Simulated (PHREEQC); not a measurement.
## Hard or scaling water (model solution)

Make-up at 25 °C: 120 mmol/kgw MgCl2, 1.7 mmol/kgw NaHCO3 and 85.5 mmol/kgw NaCl. Closed to the air; pH follows from the charge balance.

Computed with PHREEQC (ion-association model, wateq4f.dat).

- pH: 7.51
- ionic strength: 0.446 mol/kgw
- activity of water: 0.991
- total alkalinity: 1.70 meq/kg

```
species  molality  activity   log γ
-------  --------  --------  ------
Cl-         0.326     0.212  -0.186
Mg+2        0.119    0.0354  -0.528
Na+        0.0872    0.0620  -0.148
HCO3-     0.00110  0.000769  -0.156
MgHCO3+  0.000484  0.000318  -0.181
CO2       4.86e-5   5.39e-5   0.045
MgCO3     3.56e-5   3.95e-5   0.045
NaHCO3    2.42e-5   2.68e-5   0.045
MgOH+     5.70e-6   4.13e-6  -0.140
CO3-2     4.91e-6   1.17e-6  -0.624
```

This is a speciation only: nothing precipitates in the calculation. Saturation is exceeded, for instance for Magnesite (slow to form); the values hold only as long as no solid forms.
